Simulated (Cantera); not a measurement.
Feed: 1 mol PbS, 8.6 mol H2, at 1525 K and 0.100 bar.

Equilibrium computed with Cantera from the NASA thermochemical tables; the gas is ideal and each condensed phase is pure. Candidate condensed phases: Pb, PbS, S; 10 gas species. Rates play no part.

Base state: H2 0.864, PbS 0.0711, Pb 0.0329, H2S 0.0300, S2 0.00116, SH 0.000565, H 6.95e-5 (mole fractions); condensed: gas only.

### Question
What changes in the equilibrium state with this change: H2 from 8.6 to 200 mol?

### Answer
```csv
species,before,after
H2,0.864,0.991
Pb,0.0329,0.00400
H2S,0.0300,0.00390
PbS,0.0711,0.000978
S2,0.00116,1.49e-5
SH,0.000565,6.86e-5
```
